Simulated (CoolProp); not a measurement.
Saturation properties of n-perfluorohexane (Tc = 448.0 K, pc = 1.742 MPa, ω = 0.497).

Model: reference Helmholtz-energy equation of state, Gao 2022, in CoolProp.

```
T (K)     p (MPa)  liquid density (kg/m³)  vapour density (kg/m³)  enthalpy of vaporisation (kJ/kg)  liquid cp (kJ/(kg K))
-----  ----------  ----------------------  ----------------------  --------------------------------  ---------------------
232.4  (withheld)                    1860                 0.09752                             109.4                 0.9440
237.7   0.0008515                    1845                  0.1459                        (withheld)                 0.9522
242.9  (withheld)                    1831                  0.2118                             106.8                 0.9603
248.2    0.001848                    1816                  0.3035                             105.5             (withheld)
253.5    0.002649                    1802                  0.4265                             104.2                 0.9769
258.7    0.003705                    1787                  0.5852                        (withheld)                 0.9851
264      0.005126              (withheld)                  0.7945                             101.6                 0.9934
269.2  (withheld)                    1758                   1.057                             100.3                  1.002
274.5    0.009307                    1743                   1.393                             99.04                  1.010
```

What belongs in the gaps?


- 232.4, p (MPa): 0.0005568
- 237.7, enthalpy of vaporisation (kJ/kg): 108.1
- 242.9, p (MPa): 0.001263
- 248.2, liquid cp (kJ/(kg K)): 0.9686
- 258.7, enthalpy of vaporisation (kJ/kg): 102.9
- 264, liquid density (kg/m³): 1773
- 269.2, p (MPa): 0.006939

It boils at 330.3 K under 1 atm.
